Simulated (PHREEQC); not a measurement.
Make-up at 20 °C: 0.059 mol/kgw K2CO3 and 0.0013 mol/kgw Al(NO3)3. Closed to the air; pH follows from the charge balance.

The numbers come from PHREEQC with the ion-association model, phreeqc.dat.

```
quantity          before    after
---------------  -------  -------
pH                 10.96    10.97
HCO3- (mol/kgw)  0.00605  0.00342
CO2 (mol/kgw)    1.18e-7  6.98e-8
```

What was changed between the two runs?
A) Al(NO3)3 left out
B) diluted 100-fold with water
C) Al(NO3)3 from 0.0013 to 0.00065 mol/kgw
D) diluted 2-fold with water
E) Al(NO3)3 from 0.0013 to 0.0026 mol/kgw

D, diluted 2-fold with water

No solid was allowed to form. Some of these states are supersaturated (in Gibbsite (slow to form), for instance).
